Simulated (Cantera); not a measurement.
A closed system holds: 1 mol trisilylamine, 3 mol NH3, at 1077 °C and 0.0900 Torr.

Cantera equilibrium calculation (NASA polynomials, part measured and part estimated; ideal gas, pure solids and liquids). Candidate condensed phases: Si, Si3N4; 18 gas species. The feed counts by its element totals alone. Mutual solubility and eutectic melting of coexisting phases are not modelled. Rates play no part.

Base state: H2 0.985, N2 0.0147, H 0.000216 (mole fractions); condensed: Si(s) + Si3N4(s).

**Question.** What changes in the equilibrium state with this change: temperature from 1077 °C to 1452 °C?

**Answer.** 
```
species          before     after
-------------  --------  --------
H2                0.985     0.797
N2               0.0147     0.179
H              0.000216    0.0151
Si              1.66e-6   0.00846
Si2               <1e-9   4.03e-5
Si3               <1e-9   1.00e-5
Si2N            7.09e-9   3.83e-5
SiN             5.78e-9   2.19e-5
SiH             1.15e-7  0.000118
Si(s), mol        0.202         0
Si3N4(s), mol     0.933         0
Si(l), mol            0      2.90
```
The tables' values for SiN are old estimates; treat these amounts as uncertain. Gases not in the tables: Si2H6 and higher silanes.

**Question.** What changes in the equilibrium state with this change: pressure from 0.0900 Torr to 7.50 Torr?

**Answer.** 
```csv
species,before,after
H2,0.985,1.000
N2,0.0147,0.000177
H,0.000216,2.38e-5
"Si(s), mol",0.202,0.00239
"Si3N4(s), mol",0.933,0.999
```
